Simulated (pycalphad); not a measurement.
Effect of Si content in Al-Mg-Si

Computed with pycalphad from the COST 507 light-alloy database (1999), at 1 atm. The data set is of 1999 and partly superseded. Phase fractions are per mole of atoms.

| alloy | liquidus (K) | first solid | solidus (K) | phases at 730 K |
|---|---|---|---|---|
| Al-3.536Mg-0.1776Si (wt.%) | 915 | FCC_A1 | 861 | FCC_A1 1.00, MG2SI under 0.01 |
| Al-3.535Mg-0.5328Si (wt.%) | 913 | FCC_A1 | 865 | FCC_A1 0.98, MG2SI 0.02 |
| Al-3.535Mg-0.7104Si (wt.%) | 912 | FCC_A1 | 866 | FCC_A1 0.98, MG2SI 0.02 |
| Al-3.534Mg-1.065Si (wt.%) | 910 | FCC_A1 | 868 | FCC_A1 0.97, MG2SI 0.03 |
| Al-3.534Mg-1.42Si (wt.%) | 908 | FCC_A1 | 866 | FCC_A1 0.96, MG2SI 0.04 |
| Al-3.532Mg-2.839Si (wt.%) | (withheld) | FCC_A1 | (withheld) | (withheld) |

Task: Fill in the missing entries.

Result: 
- Al-3.532Mg-2.839Si (wt.%), liquidus (K): 901
- Al-3.532Mg-2.839Si (wt.%), solidus (K): 835
- Al-3.532Mg-2.839Si (wt.%), phases at 730 K: FCC_A1 0.94, MG2SI 0.05, DIAMOND_A4 under 0.01

Database names, with the compositions (at.%) that they take in these runs: MG2SI: Mg 67 Si 33. FCC_A1 is fcc; DIAMOND_A4 is diamond (Si).
